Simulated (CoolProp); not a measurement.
Computed with CoolProp (reference Helmholtz-energy equation of state, Smukala 2000).

### Question
For ethylene, give the phase and the density (kg/m³), cv (kJ/(kg K)), speed of sound (m/s), Joule-Thomson coefficient (K/MPa) at 236.5 K and 6790 kPa; 385.9 K and 6790 kPa.

### Answer
- 236.5 K and 6790 kPa: liquid; density 471, cv 1.33, speed of sound 862, Joule-Thomson coefficient -0.0447
- 385.9 K and 6790 kPa: supercritical; density 71.1, cv 1.61, speed of sound 339, Joule-Thomson coefficient 5.01
